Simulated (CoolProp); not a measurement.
Vapour pressure (MPa) of R143a: the reference equation beside estimates from Tc = 72.7 °C, pc = 3.762 MPa, ω = 0.261.

The numbers come from the reference Helmholtz-energy equation of state, Lemmon and Jacobsen 2000 in CoolProp.

```tsv
T (°C)	reference	Lee-Kesler	Soave-Redlich-Kwong	Peng-Robinson
-95.65	0.004835	0.004441	0.004552	0.004869
-82.65	0.01308	0.01230	0.01252	0.01308
-69.65	0.03055	0.02933	0.02964	0.03045
-56.75	0.06310	0.06164	0.06194	0.06279
-43.75	0.1192	0.1181	0.1182	0.1186
-30.85	0.2076	0.2077	0.2076	0.2069
-17.85	0.3410	0.3432	0.3432	0.3403
-4.85	0.5313	0.5363	0.5377	0.5315
8.05	0.7902	0.7979	0.8028	0.7923
21.05	1.137	1.146	1.158	1.143
34.05	1.586	1.596	1.617	1.598
```

Absolute difference from the reference over all 11 rows, mean and median: Lee-Kesler 2.3 and 0.9 %, Soave-Redlich-Kwong 2.1 and 1.8 %, Peng-Robinson 0.4 and 0.3 %.
